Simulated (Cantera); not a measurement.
Charge: 1 mol Si, 0.0059 mol O2, 910 mol H2, equilibrated at 0.00640 bar.

These are equilibrium values from Cantera (NASA tables, ideal gas, pure condensed phases), not measurements of a reactor. Candidate condensed phases: H2O, Si, SiO2; 18 gas species. Gases not in the tables: Si2H6 and higher silanes. Kinetics and transport are ignored.

log p: log10 of the partial pressure in bar; n: condensed amount in mol.

```csv
T (°C),log p H2,log p H,log p Si,log p SiH,log p SiH2,log p SiO,n Si(s),n Si(l)
1177,-2.19,-6.12,(withheld),-9.01,-8.31,-7.08,0.987,0
1252,-2.19,-5.72,(withheld),-8.36,-7.88,-7.08,0.983,0
1327,-2.19,-5.36,(withheld),-7.77,-7.49,-7.08,0.967,0
1402,-2.19,-5.03,(withheld),-7.23,-7.14,-7.08,0.907,0
1477,-2.20,-4.73,(withheld),-6.80,-6.88,-7.08,0,0.730
1552,-2.20,-4.45,(withheld),-6.41,-6.65,-7.08,0,0.241
1627,-2.20,-4.20,-5.21,-6.37,-6.74,-7.08,0,0
1702,-2.20,-3.96,-5.20,-6.44,-6.94,-7.09,0,0
1777,-2.21,-3.75,-5.19,-6.51,-7.14,-7.09,0,0
1852,-2.21,-3.55,-5.19,-6.58,-7.33,-7.09,0,0
1927,-2.22,-3.36,-5.19,-6.66,-7.51,-7.10,0,0
```

**Question.** Fill in the missing entries.

**Answer.** 
- 1177, log p Si: -8.51
- 1252, log p Si: -7.72
- 1327, log p Si: -7.01
- 1402, log p Si: -6.36
- 1477, log p Si: -5.82
- 1552, log p Si: -5.34
